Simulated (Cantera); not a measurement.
Input: 1 mol C2F6, 0.31 mol HCl, 3.7 mol H2, equilibrated at 2798.15 K and 12.0 Pa.

Equilibrium computed with Cantera from the NASA thermochemical tables; the gas is ideal and each condensed phase is pure. Candidate condensed phases: C, C6H6, C7H8, C8H18; 118 gas species. The feed counts by its element totals alone. Rates play no part.

Base state: H 0.359, HF 0.319, F 0.205, C3 0.0412, C 0.0292, Cl 0.0273, CF 0.00818, C2 0.00740 (mole fractions); condensed: gas only.

Problem. What changes in the equilibrium state with this change: HCl from 0.31 to 0.23 mol?

Solution. 
```
species    before     after
-------  --------  --------
H           0.359     0.358
HF          0.319     0.323
F           0.205     0.208
Cl         0.0273    0.0205
C3         0.0412    0.0418
C          0.0292    0.0294
HCl      0.000258  0.000193
CF2       4.78e-5   4.96e-5
```
